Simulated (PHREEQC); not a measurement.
Dissolve 0.0092 mol NH4HCO3 per kg of water at 25 °C. Closed to the air; pH follows from the charge balance.

Model: ion-association model, phreeqc.dat, run in PHREEQC.

| quantity | before | after |
|---|---|---|
| pH | 7.77 | 7.47 |
| ionic strength (mol/kgw) | 0.00896 | 0.00873 |
| NH4+ (mol/kgw) | 0.00893 | 0.00871 |
| NH3 (mol/kgw) | 0.000272 | 0.000493 |

### Question
What was changed between the two runs?
A. NH4HCO3 from 0.0092 to 0.00184 mol/kgw
B. temperature from 25 to 45 °C
C. temperature from 25 to 85 °C
D. temperature from 25 to 5 °C
E. 0.00079 mol/kgw HBr added

### Answer
B, temperature from 25 to 45 °C

This is a speciation only: nothing precipitates in the calculation. Away from 25 °C the constants follow the database's enthalpies or fits; those with neither stay at their 25 °C values.
